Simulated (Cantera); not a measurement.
An adiabatic, constant-volume homogeneous reactor starts with H2 : O2 : N2 = 1 : 0.98 : 3.69 (molar parts), equivalence ratio 0.51, at 1350 K and 3750 Torr. Integrator tolerance rtol = 1e-08.

Model: the H2/O2 subset of GRI-Mech 3.0, which has no nitrogen chemistry, integrated in Cantera. The hydrogen kinetics of GRI-Mech 3.0 are dated; newer H2 mechanisms differ, most at raised pressure.

**Question.** What does this change do: H2 1 to 0.36 parts?

**Answer.** 
```csv
quantity,before,after
time of steepest temperature rise,5.30 µs,7.51 µs
temperature at 3.00 s,2725 K,1986 K
equilibrium temperature,2725 K,1986 K
x(H2) at 3.00 s,0.00324 (gas-phase equilibrium 0.00324),1.78e-5 (gas-phase equilibrium 1.78e-5)
x(O2) at 3.00 s,0.0877 (gas-phase equilibrium 0.0877),0.165 (gas-phase equilibrium 0.165)
x(OH) at 3.00 s,0.0170 (gas-phase equilibrium 0.0170),0.000946 (gas-phase equilibrium 0.000946)
x(H) at 3.00 s,0.00118 (gas-phase equilibrium 0.00118),2.35e-6 (gas-phase equilibrium 2.35e-6)
x(O) at 3.00 s,0.00392 (gas-phase equilibrium 0.00392),9.18e-5 (gas-phase equilibrium 9.18e-5)
```

**Question.** What does this change do: constant pressure in place of constant volume?

**Answer.** 
| quantity | before | after |
|---|---|---|
| time of steepest temperature rise | 5.30 µs | 5.44 µs |
| temperature at 3.00 s | 2725 K | 2516 K |
| equilibrium temperature | 2725 K | 2516 K |
| x(H2) at 3.00 s | 0.00324 (gas-phase equilibrium 0.00324) | 0.00178 (gas-phase equilibrium 0.00178) |
| x(O2) at 3.00 s | 0.0877 (gas-phase equilibrium 0.0877) | 0.0895 (gas-phase equilibrium 0.0895) |
| x(OH) at 3.00 s | 0.0170 (gas-phase equilibrium 0.0170) | 0.0112 (gas-phase equilibrium 0.0112) |
| x(H) at 3.00 s | 0.00118 (gas-phase equilibrium 0.00118) | 0.000512 (gas-phase equilibrium 0.000512) |
| x(O) at 3.00 s | 0.00392 (gas-phase equilibrium 0.00392) | 0.00211 (gas-phase equilibrium 0.00211) |

**Question.** What does this change do: N2 3.69 to 6.1 parts?

**Answer.** 
```
quantity                                                            before                                      after
---------------------------------  ---------------------------------------  -----------------------------------------
time of steepest temperature rise                                  5.30 µs                                    7.71 µs
temperature at 3.00 s                                               2725 K                                     2403 K
equilibrium temperature                                             2725 K                                     2403 K
x(H2) at 3.00 s                    0.00324 (gas-phase equilibrium 0.00324)  0.000656 (gas-phase equilibrium 0.000656)
x(O2) at 3.00 s                      0.0877 (gas-phase equilibrium 0.0877)      0.0619 (gas-phase equilibrium 0.0619)
x(OH) at 3.00 s                      0.0170 (gas-phase equilibrium 0.0170)    0.00520 (gas-phase equilibrium 0.00520)
x(H) at 3.00 s                     0.00118 (gas-phase equilibrium 0.00118)  0.000144 (gas-phase equilibrium 0.000144)
x(O) at 3.00 s                     0.00392 (gas-phase equilibrium 0.00392)  0.000764 (gas-phase equilibrium 0.000764)
```
